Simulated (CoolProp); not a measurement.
The numbers come from the reference Helmholtz-energy equation of state, McLinden 2015 in CoolProp.

**Question.** For the fluoroketone C6F12O (FK-5-1-12), give the phase and the density (kg/m³), cp (kJ/(kg K)), cv (kJ/(kg K)), isothermal compressibility (1/MPa) at 155.05 °C and 0.267 MPa; 155.05 °C and 0.467 MPa; 155.05 °C and 0.601 MPa.

**Answer.** 
- 155.05 °C and 0.267 MPa: gas; density 25.2, cp 1.00, cv 0.968, isothermal compressibility 3.99
- 155.05 °C and 0.467 MPa: gas; density 46.3, cp 1.02, cv 0.974, isothermal compressibility 2.41
- 155.05 °C and 0.601 MPa: gas; density 61.9, cp 1.03, cv 0.978, isothermal compressibility 1.96
